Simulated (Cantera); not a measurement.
# Adiabatic ignition

An adiabatic, constant-volume homogeneous reactor starts with C3H8 : O2 : N2 = 1 : 8.2 : 30.8 (molar parts), equivalence ratio 0.61, at 1475 K and 1.00 bar.

Detailed kinetics in Cantera: GRI-Mech 3.0 (53 species, 325 reactions). GRI-Mech 3.0 was tuned for natural gas; its chemistry of propane as a main component is partial and can be far from experiment.

```json
[
 {"t (s)": "9.00e-6", "T (K)": "1470", "P (bar)": "0.998", "x C3H8": "0.0243", "x O2": "0.205", "x C2H2": "1.29e-7", "x CH2CO": "6.91e-7", "x CH2": "6.74e-8"},
 {"t (s)": "2.45e-5", "T (K)": "1468", "P (bar)": "0.999", "x C3H8": "0.0221", "x O2": "0.203", "x C2H2": "3.27e-6", "x CH2CO": "1.89e-5", "x CH2": "3.03e-7"},
 {"t (s)": "6.65e-5", "T (K)": "1508", "P (bar)": "1.04", "x C3H8": "0.0118", "x O2": "0.193", "x C2H2": "0.000111", "x CH2CO": "0.000600", "x CH2": "2.01e-6"},
 {"t (s)": "0.000181", "T (K)": "2661", "P (bar)": "1.90", "x C3H8": "<1e-12", "x O2": "0.0789", "x C2H2": "<1e-12", "x CH2CO": "<1e-12", "x CH2": "<1e-12"},
 {"t (s)": "0.000492", "T (K)": "2729", "P (bar)": "1.94", "x C3H8": "<1e-12", "x O2": "0.0768", "x C2H2": "<1e-12", "x CH2CO": "<1e-12", "x CH2": "<1e-12"},
 {"t (s)": "0.00134", "T (K)": "2720", "P (bar)": "1.93", "x C3H8": "<1e-12", "x O2": "0.0738", "x C2H2": "<1e-12", "x CH2CO": "<1e-12", "x CH2": "<1e-12"},
 {"t (s)": "0.00364", "T (K)": "2712", "P (bar)": "1.92", "x C3H8": "<1e-12", "x O2": "0.0709", "x C2H2": "<1e-12", "x CH2CO": "<1e-12", "x CH2": "<1e-12"},
 {"t (s)": "0.00989", "T (K)": "2710", "P (bar)": "1.92", "x C3H8": "<1e-12", "x O2": "0.0702", "x C2H2": "<1e-12", "x CH2CO": "<1e-12", "x CH2": "<1e-12"},
 {"t (s)": "0.0269", "T (K)": "2710", "P (bar)": "1.92", "x C3H8": "<1e-12", "x O2": "0.0702", "x C2H2": "<1e-12", "x CH2CO": "<1e-12", "x CH2": "<1e-12"},
 {"t (s)": "0.0732", "T (K)": "2710", "P (bar)": "1.92", "x C3H8": "<1e-12", "x O2": "0.0702", "x C2H2": "<1e-12", "x CH2CO": "<1e-12", "x CH2": "<1e-12"},
 {"t (s)": "0.199", "T (K)": "2710", "P (bar)": "1.92", "x C3H8": "<1e-12", "x O2": "0.0702", "x C2H2": "<1e-12", "x CH2CO": "<1e-12", "x CH2": "<1e-12"},
 {"t (s)": "0.541", "T (K)": "2710", "P (bar)": "1.92", "x C3H8": "<1e-12", "x O2": "0.0702", "x C2H2": "<1e-12", "x CH2CO": "<1e-12", "x CH2": "<1e-12"},
 {"t (s)": "1.47", "T (K)": "2710", "P (bar)": "1.92", "x C3H8": "<1e-12", "x O2": "0.0702", "x C2H2": "<1e-12", "x CH2CO": "<1e-12", "x CH2": "<1e-12"},
 {"t (s)": "4.00", "T (K)": "2710", "P (bar)": "1.92", "x C3H8": "<1e-12", "x O2": "0.0702", "x C2H2": "<1e-12", "x CH2CO": "<1e-12", "x CH2": "<1e-12"}
]
```
x: mole fraction; the columns are a selection and need not sum to one.

The time of steepest temperature rise comes out as 87.9 µs. The temperature at 4.00 s is 2710 K, the equilibrium temperature comes out as 2710 K and the x(C3H8) at 4.00 s is <1e-12 (gas-phase equilibrium <1e-12). The x(O2) at 4.00 s is 0.0702 (gas-phase equilibrium 0.0702). The x(C2H2) at 4.00 s is <1e-12 (gas-phase equilibrium <1e-12).
